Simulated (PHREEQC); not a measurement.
A solution holds 0.001 mol AgF and 0.035 mol Cu(NO3)2 per kg of water, at 25 °C. Closed to the air; pH follows from the charge balance.

All values are PHREEQC results (ion-association model, wateq4f.dat), not measurements.

Precipitation was switched off in this run.

**Question.** What pH does the model give?

**Answer.** pH 4.54.

**Question.** In which forms is Ag present?

**Answer.** Ag+ 98 %, AgNO3 2.0 % of the Ag.

Complexes and solids missing from the database can't appear.
